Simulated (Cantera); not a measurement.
Cantera run:

```python
import numpy as np
import cantera as ct

gas_names = """
    H2 N2 NH3
""".split()
cond_names = """
    Cr(cr) Cr(L) Cr2N(s)
""".split()


# ... load() reads the species with a 1 bar reference pressure and builds the phases ...
species = {s.name: s for s in load("nasa_gas.yaml", gas_names) + load("nasa_condensed.yaml", cond_names)}
# Each term lists the table entries of one substance; the one whose range holds T is used.
reactions = {
    '3 H2(g) + N2(g) = 2 NH3(g)':
        [(-3, ['H2']), (-1, ['N2']), (2, ['NH3'])],
    '4 Cr + N2(g) = 2 Cr2N':
        [(-4, ['Cr(cr)', 'Cr(L)']), (-1, ['N2']), (2, ['Cr2N(s)'])],
}


def pick(names, T):
    return next(species[n] for n in names if species[n].thermo.min_temp <= T <= species[n].thermo.max_temp)


results = []
for label, terms in reactions.items():
    print(label)
    print("     T/K   dH/kJ  dS/(J/K)   dG/kJ   log10 K")
    for T in [1300, 1350, 1400, 1450, 1500, 1550]:
        used = [(nu, pick(names, T)) for nu, names in terms]
        dH = sum(nu * s.thermo.h(T) for nu, s in used) / 1e6
        dS = sum(nu * s.thermo.s(T) for nu, s in used) / 1e3
        dG = dH - T * dS / 1e3
        logK = -dG * 1e6 / (ct.gas_constant * T * np.log(10))
        results.append((label, T, dH, dS, dG, logK, [s.name for _, s in used]))
        print(f"{T:8g} {dH:8.1f} {dS:8.1f} {dG:8.1f} {logK:8.2f}")
```

Result:

```
3 H2(g) + N2(g) = 2 NH3(g)
     T/K   dH/kJ  dS/(J/K)   dG/kJ   log10 K
    1300   -112.4   -236.0    194.4    -7.81
    1350   -112.5   -236.1    206.3    -7.98
    1400   -112.7   -236.2    218.1    -8.14
    1450   -112.7   -236.3    229.9    -8.28
    1500   -112.8   -236.3    241.7    -8.42
    1550   -112.8   -236.3    253.5    -8.54
4 Cr + N2(g) = 2 Cr2N
     T/K   dH/kJ  dS/(J/K)   dG/kJ   log10 K
    1300   -232.6   -130.3    -63.2     2.54
    1350   -231.9   -129.8    -56.7     2.20
    1400   -231.3   -129.3    -50.3     1.88
    1450   -230.7   -128.9    -43.8     1.58
    1500   -230.2   -128.5    -37.4     1.30
    1550   -229.8   -128.3    -31.0     1.04
```

Source: NASA polynomial tables (part measured, part estimated), evaluated in Cantera. Condensed species are held in their standard states even where they would react or evaporate.
